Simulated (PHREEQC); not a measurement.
## Metal-bearing waste water (model solution)

A solution holds 78 mmol/kgw FeSO4 and 0.15 mmol/kgw NaH2PO4, at 25 °C. Closed to the air; pH follows from the charge balance.

Model: ion-association model, wateq4f.dat, run in PHREEQC.

Each row changes one thing in this solution. Precipitation was switched off in this run.

| case | pH | ionic strength (mol/kgw) | SO4-2 (mol/kgw) | HSO4- (mol/kgw) |
|---|---|---|---|---|
| as made | 5.40 | 0.175 | 0.0438 | 7.02e-6 |
| FeSO4 replaced by Na2SO4 at the same molality | 5.60 | ? | 0.0647 | 6.29e-6 |
| NaH2PO4 replaced by Na3PO4 at the same molality | ? | 0.175 | 0.0439 | ? |
| diluted 5-fold with water | 5.61 | 0.0429 | 0.0107 | 1.47e-6 |
| diluted 2-fold with water | 5.48 | 0.0953 | 0.0238 | 3.72e-6 |
| diluted 10-fold with water | 5.74 | 0.0234 | 0.00585 | ? |
| NaH2PO4 left out | 5.86 | 0.175 | 0.0438 | ? |
| FeSO4 from 0.078 to 0.039 mol/kgw | 5.34 | 0.0953 | 0.0238 | 5.13e-6 |

Some entries are withheld; supply them.


- FeSO4 replaced by Na2SO4 at the same molality, ionic strength (mol/kgw): 0.207
- NaH2PO4 replaced by Na3PO4 at the same molality, pH: 7.42
- NaH2PO4 replaced by Na3PO4 at the same molality, HSO4- (mol/kgw): 6.73e-8
- diluted 10-fold with water, HSO4- (mol/kgw): 6.81e-7
- NaH2PO4 left out, HSO4- (mol/kgw): 2.44e-6

Species that the database lacks are ignored. Some of these states are supersaturated (in Vivianite, for instance). H3PO4, which wateq4f.dat lacks, is added to it with the constant of phreeqc.dat.
